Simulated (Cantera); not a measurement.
Mixture: 3.32 % CH₄, 0.863 % C₂H₆, 20.1 % O₂, 75.7 % N₂, equivalence ratio 0.48, at 1.01 bar, adiabatic and at constant volume. Ignition delay is the time to a rise of 400 K.

Detailed kinetics in Cantera: GRI-Mech 3.0 (53 species, 325 reactions).

Problem. Predict: delay at 1025 K; delay at 1100 K; delay at 1175 K; delay at 1250 K; delay at 1325 K; delay at 1400 K; delay at 1475 K; apparent activation energy between 1325 and 1475 K.

Solution. 
```
Quantity                                                Result
--------------------------------------------------  ----------
delay at 1025 K                                        85.2 ms
delay at 1100 K                                        15.6 ms
delay at 1175 K                                        3.70 ms
delay at 1250 K                                        1.21 ms
delay at 1325 K                                       0.508 ms
delay at 1400 K                                       0.252 ms
delay at 1475 K                                       0.140 ms
apparent activation energy between 1325 and 1475 K  140 kJ/mol
```
